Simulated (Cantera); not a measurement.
Thermodynamics of silicon epitaxy and polysilicon growth, feed SiHCl₃ + HCl + H₂

Charge: 1 mol SiHCl₃, 0.45 mol HCl, 47 mol H₂, held at 1127 °C and 10000 Pa.

These are equilibrium values from Cantera (NASA tables, ideal gas, pure condensed phases), not measurements of a reactor. Candidate condensed phases: Si; 19 gas species. The tables' values for SiCl₃ are old estimates; treat these amounts as uncertain. The numbers say what is thermodynamically allowed, not how fast it happens.

```
Item           Result
----------  ---------
x(H₂)           0.941
x(HCl)         0.0502
x(SiCl₂)      0.00790
x(SiCl₃)     0.000643
x(SiHCl₃)    0.000295
x(SiCl₄)     0.000222
x(SiH₂Cl₂)    5.88e-5
x(H)          1.49e-5
x(SiH₃Cl)     3.38e-6
n(Si(s))    0.549 mol
gas amount  49.41 mol
```
